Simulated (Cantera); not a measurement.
Input: 1 mol SiO₂, 0.51 mol C, 1.6 mol H₂, equilibrated at 54.0 mbar.

Method: chemical equilibrium by Gibbs-energy minimisation in Cantera with the NASA 1993 tables (ideal gas, pure condensed phases). Candidate condensed phases: C, C₆H₆, C₇H₈, C₈H₁₈, H₂O, Si, SiC, SiO₂; 123 gas species. The tables hold silica as quartz up to 1696 K and as liquid above; real silica turns to tridymite and cristobalite and melts near 1996 K. The numbers say what is thermodynamically allowed, not how fast it happens. All values below are at 1948 K.

Base state: H₂ 0.605, SiO 0.196, CO 0.194, H 0.00378, H₂O 0.00179, CO₂ 0.000130 (mole fractions); condensed: SiO₂(condensed).

What changes in the equilibrium state with this change: pressure from 54.0 mbar to 0.100 bar?


```
species                 before     after
--------------------  --------  --------
H₂                       0.605     0.607
SiO                      0.196     0.195
CO                       0.194     0.194
H                      0.00378   0.00278
H₂O                    0.00179  0.000971
CO₂                   0.000130   7.08e-5
SiO₂(condensed), mol     0.485     0.487
```

What changes in the equilibrium state with this change: H₂ from 1.6 to 0.53 mol?


| species | before | after |
|---|---|---|
| H₂ | 0.605 | 0.339 |
| SiO | 0.196 | 0.329 |
| CO | 0.194 | 0.328 |
| H₂O | 0.00179 | 0.000597 |
| H | 0.00378 | 0.00283 |
| CO₂ | 0.000130 | 0.000131 |
| SiO₂(condensed), mol | 0.485 | 0.489 |
